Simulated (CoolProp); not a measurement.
Vapour-liquid equilibrium of n-pentane (1) + cyclohexane (2) at 6.1 bar; x and y are mole fractions of (1).

The numbers come from the multi-fluid Helmholtz-energy mixture model, Thol 2019 and Zhou 2014; pair parameters Bell 2016 in CoolProp.

```json
[
 {"x": "0.05", "bubble temperature (K)": "423.4", "y at the bubble point": "0.121", "dew temperature at overall composition x (K)": "426.2", "liquid density (mol/L)": "7.597"},
 {"x": "0.2", "bubble temperature (K)": "411.5", "y at the bubble point": "0.397", "dew temperature at overall composition x (K)": "420.2", "liquid density (mol/L)": "7.627"},
 {"x": "0.35", "bubble temperature (K)": "401.9", "y at the bubble point": "0.587", "dew temperature at overall composition x (K)": "413.7", "liquid density (mol/L)": "7.626"},
 {"x": "0.5", "bubble temperature (K)": "394.0", "y at the bubble point": "0.723", "dew temperature at overall composition x (K)": "406.5", "liquid density (mol/L)": "7.603"},
 {"x": "0.65", "bubble temperature (K)": "387.3", "y at the bubble point": "0.828", "dew temperature at overall composition x (K)": "398.4", "liquid density (mol/L)": "7.563"},
 {"x": "0.8", "bubble temperature (K)": "381.4", "y at the bubble point": "0.911", "dew temperature at overall composition x (K)": "389.1", "liquid density (mol/L)": "7.509"},
 {"x": "0.95", "bubble temperature (K)": "376.1", "y at the bubble point": "0.979", "dew temperature at overall composition x (K)": "378.4", "liquid density (mol/L)": "7.445"}
]
```

No azeotrope shows between x = 0.05 and 0.95.

Pair parameters are fitted to limited data, so mixtures are less certain than the pure fluids.
